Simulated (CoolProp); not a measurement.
Saturation properties of carbonyl sulfide.

Values from CoolProp's reference Helmholtz-energy equation of state, Lemmon 2006. It is a short technical equation, of lower accuracy than the large ones.

```tsv
T (K)	p (bar)	liquid cp (kJ/(kg K))	vapour Z	surface tension (mN/m)
201.2	0.3260	___	0.9873	___
209	0.5045	1.170	0.9827	23.4
216.9	0.7574	1.176	0.9769	21.9
224.8	1.101	1.184	___	20.4
232.7	1.556	1.193	0.9616	19.0
240.6	2.145	1.205	0.9519	17.5
248.4	2.879	___	___	16.2
256.3	3.804	1.234	0.9285	14.8
264.2	4.936	1.252	0.9145	13.5
272.1	6.302	1.273	0.8988	12.2
280	7.930	___	0.8815	10.9
287.8	9.821	1.325	0.8627	9.74
295.7	12.05	1.358	0.8417	8.57
303.6	14.63	___	0.8188	7.45
```

Problem. Complete the blanks.

Solution. 
- 201.2, liquid cp (kJ/(kg K)): 1.166
- 201.2, surface tension (mN/m): 25.0
- 224.8, vapour Z: 0.9698
- 248.4, liquid cp (kJ/(kg K)): 1.218
- 248.4, vapour Z: 0.9410
- 280, liquid cp (kJ/(kg K)): 1.298
- 303.6, liquid cp (kJ/(kg K)): 1.397

It boils at 223.0 K under 1 atm.

Surface tension comes from a separate correlation (Mulero 2012).
